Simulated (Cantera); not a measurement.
Input: 1 mol PbS, 280 mol H2, equilibrated at 1402 °C and 2.10 bar.

Equilibrium computed with Cantera from the NASA thermochemical tables; the gas is ideal and each condensed phase is pure. Candidate condensed phases: Pb, PbS, S; 10 gas species. The numbers say what is thermodynamically allowed, not how fast it happens.

### Question
What is the equilibrium state?

### Answer
```json
{
 "x(H2)": "0.993",
 "x(Pb)": "0.00311",
 "x(H2S)": "0.00307",
 "x(PbS)": "0.000451",
 "x(H)": "7.99e-5",
 "x(SH)": "3.77e-5",
 "x(S2)": "1.57e-6",
 "gas_amount": "281.0 mol",
 "log10 activity of Pb(l) (absent)": "-1.23",
 "log10 activity of S(l) (absent)": "-4.11"
}
```
